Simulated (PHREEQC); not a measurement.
Solution (25 °C): 0.044 mol/kgw KH2PO4, 0.0041 mol/kgw KOH and 0.00019 mol/kgw KCl. Closed to the air; pH follows from the charge balance.

Computed with PHREEQC (ion-association model, phreeqc.dat).

### Question
The ionic strength comes out as 0.0521 mol/kgw. What activity coefficients do H+, K+, Cl-, HPO4-2, KHPO4- get?

### Answer
H+ 0.85, K+ 0.81, Cl- 0.81, HPO4-2 0.46, KHPO4- 0.83.

Precipitation was switched off in this run.
